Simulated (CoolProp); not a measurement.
The fluid at 293.15 K and 0.111 MPa is compressed adiabatically to 0.452 MPa with isentropic efficiency 0.6. The same conditions are run with several fluids, on thermodynamics alone (safety and materials aside).

Model: reference Helmholtz-energy equation of state of each fluid (R407C: Lemmon 2003; R125: Lemmon 2005; C3F8 (R218): Lemmon 2006; hydrogen sulfide: Lemmon 2006), in CoolProp. Blends and air are pseudo-pure fits.

| fluid | work (kJ/kg) | final temperature (K) | final density (kg/m³) |
|---|---|---|---|
| R407C | 69.9 | 375.2 | 12.9 |
| R125 | 49.1 | … | 19.1 |
| C3F8 (R218) | 30.2 | 333.3 | … |
| hydrogen sulfide | … | 483.9 | 3.86 |

**Question.** Fill in the missing entries.

**Answer.** 
- R125, final temperature (K): 355.0
- C3F8 (R218), final density (kg/m³): 32.9
- hydrogen sulfide, work (kJ/kg): 197
